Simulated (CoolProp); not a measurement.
50 sccm (0 °C, 1 atm) of nitrogen bubbles through liquid octamethylcyclotetrasiloxane (D4) at 356.8 K and leaves saturated at a total pressure of 0.0939 MPa (ideal gas phase). Each further row changes one setting.

Computed with CoolProp (reference Helmholtz-energy equation of state, Thol 2015).

```json
[
 {"case": "as stated", "vapour pressure (kPa)": "4.28", "mole fraction of vapour": "[?]", "delivery (mg/min)": "[?]", "delivery (sccm)": "2.39", "change of delivery for a bath 1 K warmer (%)": "5.0"},
 {"case": "bath temperature 361.8 K", "vapour pressure (kPa)": "[?]", "mole fraction of vapour": "0.0572", "delivery (mg/min)": "[?]", "delivery (sccm)": "3.03", "change of delivery for a bath 1 K warmer (%)": "4.8"},
 {"case": "total pressure 0.188 MPa", "vapour pressure (kPa)": "4.28", "mole fraction of vapour": "[?]", "delivery (mg/min)": "[?]", "delivery (sccm)": "[?]", "change of delivery for a bath 1 K warmer (%)": "4.8"}
]
```

Question: What belongs in the gaps?

Answer: 
- as stated, mole fraction of vapour: 0.0455
- as stated, delivery (mg/min): 31.6
- bath temperature 361.8 K, vapour pressure (kPa): 5.37
- bath temperature 361.8 K, delivery (mg/min): 40.1
- total pressure 0.188 MPa, mole fraction of vapour: 0.0227
- total pressure 0.188 MPa, delivery (mg/min): 15.4
- total pressure 0.188 MPa, delivery (sccm): 1.16
